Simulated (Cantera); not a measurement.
A Cantera script and what it prints.

```python
import numpy as np
import cantera as ct

gas_names = """
    H HNO HNO2 HNO3 HO2 H2 H2O H2O2 N NH NH2 NH3 NH2OH NO NO2 NO3 N2 N2H2 N2H4 N2O O OH O2 O3 Si SiH
    SiH2 SiH3 SiH4 SiN SiO SiO2 Si2 Si2N Si3
""".split()
cond_names = """
    H2O(s) H2O(L) Si(cr) Si(L) SiO2(Lqz) SiO2(hqz) SiO2(L) Si2N2O(s) Si3N4(a)
""".split()


# ... load() reads the species with a 1 bar reference pressure and builds the phases ...
atoms = {
    'Si': {'Si': 1},
    'H2O': {'H': 2, 'O': 1},
    'N2': {'N': 2},
}
top_T = {'Si2N2O(s)': 2100, 'Si3N4(a)': 2400}  # K; cautious upper limits of use, not melting points


# ... equilibrate(T, P, feed) seeds the gas with the atoms and calls Mixture.equilibrate('TP', solver="vcs", rtol=1e-11, max_steps=5000) ...
results = []
feed = {'Si': 1, 'H2O': 0.13, 'N2': 0.24}  # mol
T = 1100  # K
P = 4500  # Pa
mix = equilibrate(T, P, feed)
results.append((T, P, feed, dict(zip(mix.species_names, mix.species_moles))))
x = sorted(zip(gas.X, gas.species_names), reverse=True)
print(f"T = {T:g} K  P = {P:g} Pa  gas = {mix.phase_moles(0):.4g} mol")
print("   x: " + "  ".join(f"{s} {v:.3e}" for v, s in x if v > 0.0001))
print("   condensed (mol): " + ("  ".join(f"{mix.phase(i).name} {mix.phase_moles(i):.4g}"
      for i in range(1, mix.n_phases) if mix.phase_moles(i) > 1e-12) or "none"))
```

Output:

```
T = 1100 K  P = 4500 Pa  gas = 0.13 mol
   x: H2 1.000e+00
   condensed (mol): Si(cr) 0.575  Si2N2O(s) 0.13  Si3N4(a) 0.055
```

These are equilibrium values from Cantera (NASA tables, ideal gas, pure condensed phases), not measurements of a reactor. N2 is the only nitrogen source here; it is nearly inert below about 1500 K, so the nitride shown seldom forms there in practice. Mutual solubility and eutectic melting of coexisting phases are not modelled.
